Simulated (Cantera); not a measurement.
A closed system holds: 1 mol Pb, 0.1 mol O2, 0.18 mol N2, equilibrated at 1.00 bar.

Method: chemical equilibrium by Gibbs-energy minimisation in Cantera with the NASA 1993 tables (ideal gas, pure condensed phases). Candidate condensed phases: Pb, PbO, PbO2, Pb3O4; 12 gas species. Equilibrium is a limit: real reactors are often held back by kinetics, nucleation or transport.

Task: Which condensed phases are stable at each of these points (T (K)): 500, 525, 550, 575, 600, 625, 650, 675?

Result: 
```
T (K)  condensed phases  Pb condensed (%)
-----  ----------------  ----------------
500    Pb(s) + PbO(red)             100.0
525    Pb(s) + PbO(red)             100.0
550    Pb(s) + PbO(red)             100.0
575    Pb(s) + PbO(red)             100.0
600    Pb(s) + PbO(red)             100.0
625    Pb(l) + PbO(red)             100.0
650    Pb(l) + PbO(red)             100.0
675    Pb(l) + PbO(red)             100.0
```

From 500 K to 600 K the condensed part is Pb(s) + PbO(red). From 625 K to 675 K the condensed part is Pb(l) + PbO(red).
